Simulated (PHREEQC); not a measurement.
0.45 g of hydrous ferric oxide (600 m²/g; 0.2 weak and 0.005 strong sites per Fe, Dzombak-Morel constants, diffuse double layer) in 1 kg of water with 0.05 mol/kgw of an inert sodium salt, at 25 °C; the pH is set by adding NaOH or the inert anion's acid. Oxygen alone is held at its pressure in air (log pO2 = -0.68). No CO2 enters from the air. Nothing may precipitate in this run.

Base run: PHREEQC, ion-association model, wateq4f.dat. Each further column changes one thing. The table gives surface charge σ (C/m²).

| pH | base | background salt from 0.05 to 0.005 mol/kgw | oxide from 0.45 to 2.2 g/kgw |
|---|---|---|---|
| 4 | 0.294 | 0.184 | 0.295 |
| 4.5 | 0.239 | 0.132 | 0.240 |
| 5 | 0.181 | 0.091 | 0.182 |
| 5.5 | 0.130 | 0.060 | 0.131 |
| 6 | 0.089 | 0.038 | 0.089 |
| 6.5 | 0.058 | 0.023 | 0.058 |
| 7.5 | 0.017 | 0.006 | 0.017 |
| 8 | 0.003 | 0.001 | 0.003 |
| 8.5 | -0.010 | -0.004 | -0.010 |
| 9 | -0.026 | -0.009 | -0.026 |
| 9.5 | -0.046 | -0.018 | -0.046 |
| 10 | -0.074 | -0.031 | -0.074 |
